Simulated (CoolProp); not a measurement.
R1132(E) along the isotherm 400 K: density (kg/m³) from the reference equation and from simpler models built on Tc = 348.8 K, pc = 5.174 MPa, ω = 0.245; each cubic takes its own stable root.

Model: reference Helmholtz-energy equation of state, Akasaka 2024, in CoolProp.

| p (MPa) | phase | reference | van der Waals | Redlich-Kwong | Soave-Redlich-Kwong |
|---|---|---|---|---|---|
| 0.0206 | gas | 0.3970 | 0.3970 | 0.3970 | 0.3970 |
| 0.0422 | gas | 0.8140 | 0.8139 | 0.8140 | 0.8139 |
| 0.0867 | gas | 1.675 | 1.675 | 1.676 | 1.675 |
| 0.178 | gas | 3.453 | 3.453 | 3.454 | 3.452 |
| 0.366 | gas | 7.157 | 7.155 | 7.163 | 7.155 |
| 0.751 | gas | 14.93 | 14.93 | 14.96 | ___ |
| 1.54 | gas | 31.75 | 31.76 | 31.89 | 31.70 |
| 3.17 | gas | 71.10 | ___ | 71.80 | 70.69 |
| 6.5 | supercritical | 182.8 | ___ | 188.4 | 177.5 |

### Question
Fill in the missing entries.

### Answer

- 0.751, Soave-Redlich-Kwong: 14.92
- 3.17, van der Waals: 71.40
- 6.5, van der Waals: 194.2
